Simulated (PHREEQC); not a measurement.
A PHREEQC input (ion-association model, phreeqc.dat):

```
SOLUTION 1
  temp 76
  units mg/L
  pH 7.13
  pe 9.4
  Na 11.4
  K 8.38
  Ca 15.4
  Mg 3.79
  Cl 3.44
  S(6) 2.81 as SO4
  Alkalinity 97.7 as HCO3
  Ba 0.727
END
USE solution 2
EQUILIBRIUM_PHASES 1
  CO2(g) -2.5 10
END
```

It stops with these messages:

```
ERROR: Solution 2 not found.
```

The fault: USE names a solution that was never defined. The line should read `USE solution 1` where the input has `USE solution 2`. With the mend the run ends at pH 7.86 and ionic strength 0.00227 mol/kgw.
